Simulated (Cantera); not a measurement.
Feed: 1 mol TiO₂, 3.4 mol C, 0.83 mol H₂, equilibrated at 1550 K and 0.100 bar.

Method: chemical equilibrium by Gibbs-energy minimisation in Cantera with the NASA 1993 tables (ideal gas, pure condensed phases). Candidate condensed phases: C, C₆H₆, C₇H₈, C₈H₁₈, H₂O, Ti, TiC, TiO, TiO₂, Ti₂O₃, Ti₃O₅, Ti₄O₇; 113 gas species. TiC: taken at fixed stoichiometry. Rates play no part.

Base state: CO 0.707, H₂ 0.293, H 5.39e-5, H₂O 2.51e-5, CO₂ 2.16e-5, CH₄ 1.75e-5 (mole fractions); condensed: C(graphite) + TiC(s).

What changes in the equilibrium state with this change: TiO₂ replaced by PbO?


| species | before | after |
|---|---|---|
| CO | 0.707 | 0.353 |
| Pb | 0 | 0.353 |
| H₂ | 0.293 | 0.293 |
| Pb₂ | 0 | 0.000181 |
| CO₂ | 2.16e-5 | 5.41e-6 |
| H₂O | 2.51e-5 | 1.26e-5 |
| CH₄ | 1.75e-5 | 1.75e-5 |
| H | 5.39e-5 | 5.39e-5 |
| C(graphite), mol | 0.400 | 2.40 |
| TiC(s), mol | 1.00 | 0 |
Further candidate phases: Pb, PbO, PbO₂, Pb₃O₄.
